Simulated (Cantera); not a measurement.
Mixture: H2 : O2 : N2 = 1 : 0.357 : 2.8 (molar parts), at 5.00 bar, adiabatic and at constant volume. Ignition delay is the time to a rise of 400 K.

Cantera simulation using GRI-Mech 3.0 (53 species, 325 reactions); the numbers are that mechanism's predictions, not measurements. The hydrogen kinetics of GRI-Mech 3.0 are dated; newer H2 mechanisms differ, most at raised pressure. Below about 950 K walls govern HO2 and H2O2 in real vessels.

**Question.** Predict: delay at 900 K; delay at 950 K; delay at 1000 K; delay at 1050 K; delay at 1100 K; delay at 1150 K; apparent activation energy between 1050 and 1150 K.

**Answer.** 
```json
{
 "delay at 900 K": "0.188 s",
 "delay at 950 K": "46.7 ms",
 "delay at 1000 K": "12.2 ms",
 "delay at 1050 K": "3.03 ms",
 "delay at 1100 K": "0.555 ms",
 "delay at 1150 K": "63.6 µs",
 "apparent activation energy between 1050 and 1150 K": "390 kJ/mol"
}
```
